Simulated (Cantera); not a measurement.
A closed system holds: 1 mol AlCl3, a varied amount of N2, 600 mol H2, equilibrated at 10000 Pa.

Equilibrium computed with Cantera from the NASA thermochemical tables; the gas is ideal and each condensed phase is pure. Candidate condensed phases: Al, AlCl3, AlN, NH4Cl; 20 gas species. The tables' values for AlCl2 are old estimates. The numbers say what is thermodynamically allowed, not how fast it happens.

**Question.** What condenses at these points (T in K, n(N2) in mol): (1598, 3); (1898, 51); (1798, 4.3); (1648, 36); (1898, 12)?

**Answer.** 
```json
[
 {"T (K)": "1598", "n(N2) in mol": "3", "condensed phases": "gas only", "Al condensed (%)": "0.0"},
 {"T (K)": "1898", "n(N2) in mol": "51", "condensed phases": "gas only", "Al condensed (%)": "0.0"},
 {"T (K)": "1798", "n(N2) in mol": "4.3", "condensed phases": "gas only", "Al condensed (%)": "0.0"},
 {"T (K)": "1648", "n(N2) in mol": "36", "condensed phases": "AlN", "Al condensed (%)": "20.5"},
 {"T (K)": "1898", "n(N2) in mol": "12", "condensed phases": "gas only", "Al condensed (%)": "0.0"}
]
```
